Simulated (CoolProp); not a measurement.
Hydrogen sulfide along the isobar 399 bar: density (kg/m³) from the reference equation and from simpler models built on Tc = 100.0 °C, pc = 89.99 bar, ω = 0.101; each cubic takes its own stable root.

Values from CoolProp's reference Helmholtz-energy equation of state, Lemmon 2006. It is a short technical equation, of lower accuracy than the large ones.

```csv
T (°C),phase,reference,Soave-Redlich-Kwong,Peng-Robinson
82.25,liquid,748.6,719.1,803.1
104.25,supercritical,706.3,___,749.5
126.25,supercritical,661.9,626.1,693.2
148.35,supercritical,615.4,577.4,635.4
170.35,supercritical,568.1,529.3,578.7
192.35,supercritical,521.1,483.4,525.1
214.45,supercritical,475.9,441.0,476.3
236.45,supercritical,434.6,403.6,433.8
258.45,supercritical,398.0,___,397.4
280.55,supercritical,366.3,___,366.3
302.55,supercritical,339.2,319.7,___
324.55,supercritical,316.1,299.5,317.6
346.65,supercritical,296.2,281.9,298.3
368.65,supercritical,279.1,266.6,281.5
390.65,supercritical,___,253.3,266.8
412.75,supercritical,___,___,253.8
```

Problem. What belongs in the gaps?

Solution. 
- 104.25, Soave-Redlich-Kwong: 673.6
- 258.45, Soave-Redlich-Kwong: 371.2
- 280.55, Soave-Redlich-Kwong: 343.4
- 302.55, Peng-Robinson: 340.1
- 390.65, reference: 264.2
- 412.75, reference: 251.0
- 412.75, Soave-Redlich-Kwong: 241.4
